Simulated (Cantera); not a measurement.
A closed system holds: 1 mol CO2, 0.059 mol H2, 31 mol N2, held at 1752 °C and 7.70 mbar.

Equilibrium computed with Cantera from the NASA thermochemical tables; the gas is ideal and each condensed phase is pure. Candidate condensed phases: C, C6H6, C7H8, C8H18, H2O; 136 gas species. The numbers say what is thermodynamically allowed, not how fast it happens.

Base state: N2 0.963, CO2 0.0227, CO 0.00833, O2 0.00255, H2O 0.00145, NO 0.000999, O 0.000466, OH 0.000312 (mole fractions); condensed: gas only.

Problem. What changes in the equilibrium state with this change: H2 from 0.059 to 2.9 mol?

Solution. 
```
species    before    after
-------  --------  -------
N2          0.963    0.886
H2       0.000113   0.0545
CO        0.00833   0.0260
H2O       0.00145   0.0257
CO2        0.0227  0.00261
O2        0.00255  3.47e-6
NO       0.000999  3.54e-5
```
